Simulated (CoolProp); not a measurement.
Vapour-liquid equilibrium of propane (1) + n-perfluorobutane (2) at 13.85 °C; x and y are mole fractions of (1).

Computed with CoolProp (multi-fluid Helmholtz-energy mixture model, Lemmon 2009 and Gao 2022; pair parameters Bell 2016).

```tsv
x	bubble pressure (MPa)	y at the bubble point	dew pressure at overall composition x (MPa)	liquid density (mol/L)
0.05	0.2673	0.322	0.1934	6.590
0.125	0.3731	0.530	0.2095	6.791
0.2	0.4559	0.630	0.2284	7.006
0.275	0.5182	0.687	0.2508	7.237
0.35	0.5642	0.724	0.2779	7.489
0.425	0.5984	0.751	0.3113	7.766
0.5	0.6244	0.772	0.3530	8.074
0.575	0.6455	0.791	0.4066	8.420
0.65	0.6636	0.811	0.4764	8.813
0.725	0.6799	0.833	0.5650	9.261
0.8	0.6944	0.860	0.6541	9.774
0.875	0.7058	0.898	0.6998	10.36
0.95	0.7112	0.951	0.7112	11.04
```

No azeotrope shows between x = 0.05 and 0.95.

Pair parameters are fitted to limited data, so mixtures are less certain than the pure fluids. With so large a gap from Raoult's law the liquid may split in two, which this calculation doesn't test in full.
